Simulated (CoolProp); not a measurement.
The numbers come from the reference Helmholtz-energy equation of state, Thol 2016 in CoolProp.

Question: For hexamethyldisiloxane (MM), give the phase and the density (kg/m³), cp (kJ/(kg K)), cv (kJ/(kg K)), speed of sound (m/s) at 620 K and 611 kPa; 620 K and 1930 kPa.

Answer: 
- 620 K and 611 kPa: gas; density 20.5, cp 2.30, cv 2.22, speed of sound 170
- 620 K and 1930 kPa: gas; density 74.9, cp 2.40, cv 2.24, speed of sound 150
